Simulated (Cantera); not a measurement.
Input (Python, Cantera) and output of one run.

```python
import numpy as np
import cantera as ct

gas_names = [...]  # 110 gases of nasa_gas.yaml made of C, H, O
cond_names = """
    C(gr) C6H6(L) C7H8(L) C8H18(L),n-octa H2O(s) H2O(L)
""".split()


# ... load() reads the species with a 1 bar reference pressure and builds the phases ...
atoms = {
    'CH4': {'C': 1, 'H': 4},
    'CO2': {'C': 1, 'O': 2},
}
top_T = {'C(gr)': 4500}  # K; cautious upper limits of use, not melting points


# ... equilibrate(T, P, feed) seeds the gas with the atoms and calls Mixture.equilibrate('TP', solver="vcs", rtol=1e-11, max_steps=5000) ...
results = []
feed = {'CH4': 1, 'CO2': 4.7}  # mol
P = 1500  # Pa
for T in [2348, 2373, 2398, 2423, 2448, 2473, 2498, 2523, 2548, 2573, 2598, 2623]:
    mix = equilibrate(T, P, feed)
    results.append((T, P, feed, dict(zip(mix.species_names, mix.species_moles))))
    x = sorted(zip(gas.X, gas.species_names), reverse=True)
    print(f"T = {T:g} K  P = {P:g} Pa  gas = {mix.phase_moles(0):.4g} mol")
    print("   x: " + "  ".join(f"{s} {v:.3e}" for v, s in x if v > 1e-05))
    print("   condensed (mol): " + ("  ".join(f"{mix.phase(i).name} {mix.phase_moles(i):.4g}"
          for i in range(1, mix.n_phases) if mix.phase_moles(i) > 1e-12) or "none"))
```

It prints:

```
T = 2348 K  P = 1500 Pa  gas = 7.918 mol
   x: CO 4.594e-01  CO2 2.605e-01  H2O 1.792e-01  H2 5.493e-02  H 2.363e-02  OH 1.325e-02  O2 5.232e-03  O 3.856e-03
   condensed (mol): none
T = 2373 K  P = 1500 Pa  gas = 7.96 mol
   x: CO 4.608e-01  CO2 2.552e-01  H2O 1.759e-01  H2 5.446e-02  H 2.661e-02  OH 1.526e-02  O2 6.723e-03  O 5.018e-03
   condensed (mol): none
T = 2398 K  P = 1500 Pa  gas = 8.01 mol
   x: CO 4.626e-01  CO2 2.491e-01  H2O 1.719e-01  H2 5.408e-02  H 2.992e-02  OH 1.744e-02  O2 8.506e-03  O 6.462e-03
   condensed (mol): none
T = 2423 K  P = 1500 Pa  gas = 8.067 mol
   x: CO 4.646e-01  CO2 2.420e-01  H2O 1.675e-01  H2 5.378e-02  H 3.357e-02  OH 1.977e-02  O2 1.059e-02  O 8.231e-03
   condensed (mol): none
T = 2448 K  P = 1500 Pa  gas = 8.133 mol
   x: CO 4.669e-01  CO2 2.340e-01  H2O 1.624e-01  H2 5.356e-02  H 3.762e-02  OH 2.224e-02  O2 1.296e-02  O 1.037e-02
   condensed (mol): none
T = 2473 K  P = 1500 Pa  gas = 8.209 mol
   x: CO 4.694e-01  CO2 2.250e-01  H2O 1.568e-01  H2 5.341e-02  H 4.208e-02  OH 2.481e-02  O2 1.560e-02  O 1.292e-02
   condensed (mol): none
T = 2498 K  P = 1500 Pa  gas = 8.294 mol
   x: CO 4.720e-01  CO2 2.153e-01  H2O 1.506e-01  H2 5.333e-02  H 4.699e-02  OH 2.744e-02  O2 1.845e-02  O 1.591e-02
   condensed (mol): none
T = 2523 K  P = 1500 Pa  gas = 8.389 mol
   x: CO 4.747e-01  CO2 2.048e-01  H2O 1.439e-01  H2 5.328e-02  H 5.238e-02  OH 3.010e-02  O2 2.146e-02  O 1.939e-02
   condensed (mol): none
T = 2548 K  P = 1500 Pa  gas = 8.494 mol
   x: CO 4.774e-01  CO2 1.937e-01  H2O 1.367e-01  H 5.827e-02  H2 5.324e-02  OH 3.273e-02  O2 2.455e-02  O 2.338e-02
   condensed (mol): none
T = 2573 K  P = 1500 Pa  gas = 8.609 mol
   x: CO 4.800e-01  CO2 1.821e-01  H2O 1.291e-01  H 6.468e-02  H2 5.319e-02  OH 3.530e-02  O 2.791e-02  O2 2.765e-02
   condensed (mol): none
T = 2598 K  P = 1500 Pa  gas = 8.734 mol
   x: CO 4.823e-01  CO2 1.704e-01  H2O 1.212e-01  H 7.162e-02  H2 5.309e-02  OH 3.776e-02  O 3.298e-02  O2 3.067e-02
   condensed (mol): none
T = 2623 K  P = 1500 Pa  gas = 8.868 mol
   x: CO 4.843e-01  CO2 1.584e-01  H2O 1.130e-01  H 7.910e-02  H2 5.291e-02  OH 4.005e-02  O 3.862e-02  O2 3.353e-02
   condensed (mol): none
```

Method: chemical equilibrium by Gibbs-energy minimisation in Cantera with the NASA 1993 tables (ideal gas, pure condensed phases).
